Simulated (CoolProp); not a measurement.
CF4 (R14) at 293.15 K and 0.134 MPa is compressed adiabatically to 0.703 MPa with isentropic efficiency 0.9. Each further row changes one setting.

The numbers come from the reference Helmholtz-energy equation of state, Platzer 1990 in CoolProp. This equation is an older, rougher fit.

| case | work (kJ/kg) | final temperature (K) | final density (kg/m³) |
|---|---|---|---|
| as stated | 56.6 | 371.2 | 20.2 |
| efficiency 1 | 51.0 | 364.1 | 20.7 |
| efficiency 0.65 | 78.4 | 398.0 | 18.8 |
